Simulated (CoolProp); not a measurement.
Properties of cis-2-butene along the isotherm 525 K.

The numbers come from the reference Helmholtz-energy equation of state, Lemmon 2005 in CoolProp. It is a short technical equation, of lower accuracy than the large ones.

| p (MPa) | phase | cv (kJ/(kg K)) | Joule-Thomson coefficient (K/MPa) | isothermal compressibility (1/MPa) | expansivity (1/kK) |
|---|---|---|---|---|---|
| 0.0201 | gas | 2.143 | 5.122 | 49.80 | 1.911 |
| 0.0339 | gas | 2.143 | 5.125 | 29.54 | 1.915 |
| 0.0572 | gas | 2.143 | (withheld) | 17.53 | 1.921 |
| 0.0966 | gas | 2.143 | 5.140 | 10.40 | 1.933 |
| 0.163 | gas | 2.144 | 5.156 | 6.180 | 1.952 |
| 0.275 | gas | (withheld) | (withheld) | 3.682 | 1.986 |
| 0.464 | gas | 2.148 | 5.229 | 2.201 | 2.045 |
| 0.783 | gas | 2.152 | 5.308 | 1.324 | 2.150 |
| 1.32 | gas | 2.160 | 5.441 | 0.8069 | 2.346 |
| 2.23 | gas | 2.173 | (withheld) | 0.5016 | 2.739 |
| 3.77 | gas | 2.197 | 6.012 | 0.3256 | 3.631 |
| 6.35 | supercritical | (withheld) | 6.143 | 0.2254 | (withheld) |

Complete the blanks.


- 0.0572, Joule-Thomson coefficient (K/MPa): 5.131
- 0.275, cv (kJ/(kg K)): 2.146
- 0.275, Joule-Thomson coefficient (K/MPa): 5.183
- 2.23, Joule-Thomson coefficient (K/MPa): 5.667
- 6.35, cv (kJ/(kg K)): 2.241
- 6.35, expansivity (1/kK): 5.947
